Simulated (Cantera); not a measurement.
An adiabatic, constant-volume homogeneous reactor starts with CH4 : H2 : O2 : N2 : H2O = 1 : 0.055 : 5.34 : 20.1 : 7.5 (molar parts), at 1525 K and 750 Torr.

Computed with Cantera and GRI-Mech 3.0 (53 species, 325 reactions).

Predict: time of steepest temperature rise; temperature at 9.00 s; equilibrium temperature; x(H2) at 9.00 s; x(O2) at 9.00 s; x(H2O2) at 9.00 s; x(N2O) at 9.00 s.


| Property | Value |
|---|---|
| time of steepest temperature rise | 0.712 ms |
| temperature at 9.00 s | 2201 K |
| equilibrium temperature | 2201 K |
| x(H2) at 9.00 s | 0.000872 (gas-phase equilibrium 0.000872) |
| x(O2) at 9.00 s | 0.0924 (gas-phase equilibrium 0.0924) |
| x(H2O2) at 9.00 s | 3.44e-7 (gas-phase equilibrium 3.44e-7) |
| x(N2O) at 9.00 s | 4.19e-7 (gas-phase equilibrium 4.19e-7) |
